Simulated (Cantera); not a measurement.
Input: 1 mol SiH₂Cl₂, 1.8 mol HCl, 24 mol N₂, at 0.0133 bar.

Cantera equilibrium calculation (NASA polynomials, part measured and part estimated; ideal gas, pure solids and liquids). Candidate condensed phases: NH₄Cl, Si, Si₃N₄; 28 gas species. N₂ is the only nitrogen source here; it is nearly inert below about 1500 K, so the nitride shown seldom forms there in practice. The tables' values for SiCl₃, SiCl are old estimates; treat these amounts as uncertain. Equilibrium is a limit: real reactors are often held back by kinetics, nucleation or transport.

x: gas mole fraction; n: condensed amount in mol.

| T (K) | x N₂ | x HCl | x H₂ | x SiCl₂ | x SiCl₄ | n Si₃N₄(s) |
|---|---|---|---|---|---|---|
| 1100 | 0.870 | 0.0975 | 0.0215 | 1.71e-5 | 0.0106 | 0.236 |
| 1175 | 0.870 | 0.0992 | 0.0206 | 0.000117 | 0.00996 | 0.239 |
| 1250 | 0.869 | 0.100 | 0.0200 | 0.000620 | 0.00901 | 0.238 |
| 1325 | 0.868 | 0.0997 | 0.0201 | ? | ? | 0.226 |
| 1400 | 0.867 | 0.0960 | 0.0217 | 0.00786 | 0.00467 | 0.192 |
| 1475 | 0.865 | ? | ? | ? | ? | ? |
| 1550 | 0.864 | 0.0735 | 0.0320 | 0.0272 | 0.000569 | 0.0551 |
| 1625 | 0.864 | 0.0628 | 0.0369 | 0.0343 | 0.000160 | 0 |

What belongs in the gaps?


- 1325, x SiCl₂: 0.00256
- 1325, x SiCl₄: 0.00736
- 1475, x HCl: 0.0870
- 1475, x H₂: 0.0257
- 1475, x SiCl₂: 0.0170
- 1475, x SiCl₄: 0.00196
- 1475, n Si₃N₄(s): 0.131
